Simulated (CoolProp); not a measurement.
Values from CoolProp's reference Helmholtz-energy equation of state, de Reuck 1990.

**Question.** For fluorine, give the phase and the cp (kJ/(kg K)), Joule-Thomson coefficient (K/MPa) at 260.9 K and 7.55 MPa; 103.6 K and 0.0181 MPa; 142.9 K and 4.73 MPa.

**Answer.** 
- 260.9 K and 7.55 MPa: supercritical; cp 0.926, Joule-Thomson coefficient 2.06
- 103.6 K and 0.0181 MPa: gas; cp 0.771, Joule-Thomson coefficient 16.7
- 142.9 K and 4.73 MPa: gas; cp 5.42, Joule-Thomson coefficient 7.16
